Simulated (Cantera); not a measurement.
# Fluorocarbon and chlorocarbon gases: CH₃Cl + F₂ + H₂

Input: 1 mol CH₃Cl, 0.024 mol F₂, 0.59 mol H₂, equilibrated at 1.00e-5 bar.

Method: chemical equilibrium by Gibbs-energy minimisation in Cantera with the NASA 1993 tables (ideal gas, pure condensed phases). Candidate condensed phases: C, C₆H₆, C₇H₈, C₈H₁₈; 135 gas species. Ions and electrons are included (thermal ionisation). Kinetics and transport are ignored.

At 2227 °C the condensed part is C(graphite). From 2727 °C to 4727 °C nothing is condensed. The main C-bearing gas is C₃ at 2227 °C and C at 4727 °C.

```tsv
T (°C)	log p H	log p Cl	log p C	log p C₃	log p H₂	log p F	n C(graphite)
2227	-5.14	-5.75	-6.78	-6.30	-7.07	-7.88	0.0227
2727	-5.17	-5.79	-5.82	-8.07	-8.74	-7.13	0
3227	-5.17	-5.79	-5.79	-11.34	-9.89	-7.11	0
3727	-5.17	-5.79	-5.80	-13.84	-10.75	-7.11	0
4227	-5.17	-5.80	-5.80	-15.80	-11.43	-7.11	0
4727	-5.18	-5.80	-5.82	<-17	-11.97	-7.12	0
```
log p: log10 of the partial pressure in bar; n: condensed amount in mol.
